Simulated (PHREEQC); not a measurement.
Consider water at 25 °C with 0.24 mol/kgw HF, 0.018 mol/kgw H2SiF6, 0.11 mol/kgw HBF4 and 0.00048 mol/kgw Zn(NO3)2. Closed to the air; pH follows from the charge balance.

All values are PHREEQC results (ion-association model, wateq4f.dat), not measurements.

Task: The ionic strength comes out as 0.167 mol/kgw. What activity coefficients do BF3OH-, ZnF+, Zn+2, NO3-, BF2(OH)2- get?

Result: BF3OH- 0.70, ZnF+ 0.76, Zn+2 0.35, NO3- 0.71, BF2(OH)2- 0.70.

Precipitation was switched off in this run. wateq4f.dat counts part of the HF as a dimer, H2F2, which phreeqc.dat doesn't know; its constant is uncertain. SiF6-2 is the database's only silicon fluoride. Real BF4- forms and hydrolyses slowly; the run takes it at equilibrium.
